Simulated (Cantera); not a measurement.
What does this Cantera script print?

```python
import numpy as np
import cantera as ct

gas_names = [...]  # 47 gases of nasa_gas.yaml made of Cl, H, N, O, Si
cond_names = """
    H2O(s) H2O(L) NH4CL(a) NH4CL(b) Si(cr) Si(L) SiO2(Lqz) SiO2(hqz) SiO2(L) Si2N2O(s) Si3N4(a)
""".split()


# ... load() reads the species with a 1 bar reference pressure and builds the phases ...
atoms = {
    'SiH2Cl2': {'Si': 1, 'H': 2, 'CL': 2},
    'O2': {'O': 2},
    'N2': {'N': 2},
}
top_T = {'Si2N2O(s)': 2100, 'Si3N4(a)': 2400}  # K; cautious upper limits of use, not melting points


# ... equilibrate(T, P, feed) seeds the gas with the atoms and calls Mixture.equilibrate('TP', solver="vcs", rtol=1e-11, max_steps=5000) ...
results = []
feed = {'SiH2Cl2': 1, 'O2': 0.073, 'N2': 1.4}  # mol
T = 2148  # K
P = 770  # Pa
mix = equilibrate(T, P, feed)
results.append((T, P, feed, dict(zip(mix.species_names, mix.species_moles))))
x = sorted(zip(gas.X, gas.species_names), reverse=True)
print(f"T = {T:g} K  P = {P:g} Pa  gas = {mix.phase_moles(0):.4g} mol")
print("   x: " + "  ".join(f"{s} {v:.3e}" for v, s in x if v > 1e-05))
print("   condensed (mol): " + ("  ".join(f"{mix.phase(i).name} {mix.phase_moles(i):.4g}"
      for i in range(1, mix.n_phases) if mix.phase_moles(i) > 1e-12) or "none"))
```

It prints:

```
T = 2148 K  P = 770 Pa  gas = 3.728 mol
   x: N2 3.752e-01  H2 1.894e-01  SiCL2 1.878e-01  HCL 1.364e-01  SiO 3.916e-02  Si 2.686e-02  H 2.067e-02  SiCL 1.130e-02  CL 1.089e-02  SiCL3 7.318e-04  SiH 5.035e-04  Si2 3.642e-04  Si2N 2.933e-04  SiN 2.706e-04  Si3 6.847e-05  SiH2 4.137e-05
   condensed (mol): none
```

These are equilibrium values from Cantera (NASA tables, ideal gas, pure condensed phases), not measurements of a reactor. The tables' values for SiCl, SiCl3, SiN are old estimates; treat these amounts as uncertain. Gases not in the tables: Si2H6 and higher silanes.
